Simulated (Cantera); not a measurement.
A closed system holds: 1 mol HMDSO, 0.56 mol NO, 69 mol H₂, 1.2 mol H₂O, equilibrated at 1098 K and 1.00 bar.

Cantera equilibrium calculation (NASA polynomials, part measured and part estimated; ideal gas, pure solids and liquids). Candidate condensed phases: C, C₆H₆, C₇H₈, C₈H₁₈, H₂O, Si, SiC, SiO₂, Si₂N₂O, Si₃N₄; 151 gas species. The feed counts by its element totals alone. Mutual solubility and eutectic melting of coexisting phases are not modelled. Equilibrium is a limit: real reactors are often held back by kinetics, nucleation or transport.

Base state: H₂ 0.966, CH₄ 0.0341 (mole fractions); condensed: C(graphite) + SiC(s) + SiO₂(β-quartz) + Si₂N₂O(s).

### Question
What changes in the equilibrium state with this change: temperature from 1098 K to 1423 K?

### Answer
```
species               before    after
-------------------  -------  -------
H₂                     0.966    0.990
CO                   3.25e-6  0.00616
CH₄                   0.0341  0.00373
N₂                   2.08e-9  2.52e-5
H₂O                  2.89e-7  1.88e-5
C(graphite), mol        3.19     4.77
SiC(s), mol            0.200    0.448
SiO₂(β-quartz), mol     1.24    0.995
Si₂N₂O(s), mol         0.280    0.278
```
The tables hold silica as quartz up to 1696 K and as liquid above; real silica turns to tridymite and cristobalite and melts near 1996 K.

### Question
What changes in the equilibrium state with this change: NO from 0.56 to 7 mol?

### Answer
| species | before | after |
|---|---|---|
| H₂ | 0.966 | 0.882 |
| CO | 3.25e-6 | 0.0526 |
| N₂ | 2.08e-9 | 0.0408 |
| CH₄ | 0.0341 | 0.0169 |
| CO₂ | <1e-9 | 0.000425 |
| H₂O | 2.89e-7 | 0.00717 |
| NH₃ | 1.39e-8 | 5.37e-5 |
| C(graphite), mol | 3.19 | 0 |
| SiC(s), mol | 0.200 | 0 |
| SiO₂(β-quartz), mol | 1.24 | 2.00 |
| Si₂N₂O(s), mol | 0.280 | 0 |
